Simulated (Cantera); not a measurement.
Feed: 1 mol PbO, 0.32 mol CH4, 1 mol H2, 6.9 mol C, equilibrated at 675 °C and 0.133 bar.

These are equilibrium values from Cantera (NASA tables, ideal gas, pure condensed phases), not measurements of a reactor. Candidate condensed phases: C, C6H6, C7H8, C8H18, H2O, Pb, PbO, PbO2, Pb3O4; 113 gas species. Kinetics and transport are ignored.

Base state: H2 0.615, CO 0.326, H2O 0.0259, CO2 0.0248, CH4 0.00865, Pb 3.59e-5 (mole fractions); condensed: C(graphite) + Pb(l).

Question: What changes in the equilibrium state with this change: CH4 from 0.32 to 2 mol?

Answer: 
| species | before | after |
|---|---|---|
| H2 | 0.615 | 0.817 |
| CO | 0.326 | 0.147 |
| H2O | 0.0259 | 0.0155 |
| CO2 | 0.0248 | 0.00505 |
| CH4 | 0.00865 | 0.0153 |
| Pb | 3.59e-5 | 3.59e-5 |
| C(graphite), mol | 6.32 | 7.93 |
| Pb(l), mol | 1.000 | 1.000 |

Question: What changes in the equilibrium state with this change: temperature from 675 °C to 725 °C?

Answer: 
```json
[
 {"species": "H2", "before": "0.615", "after": "0.616"},
 {"species": "CO", "before": "0.326", "after": "0.357"},
 {"species": "H2O", "before": "0.0259", "after": "0.0119"},
 {"species": "CO2", "before": "0.0248", "after": "0.0100"},
 {"species": "Pb", "before": "3.59e-5", "after": "0.000117"},
 {"species": "CH4", "before": "0.00865", "after": "0.00493"},
 {"species": "C(graphite), mol", "before": "6.32", "after": "6.26"},
 {"species": "Pb(l), mol", "before": "1.000", "after": "1.000"}
]
```
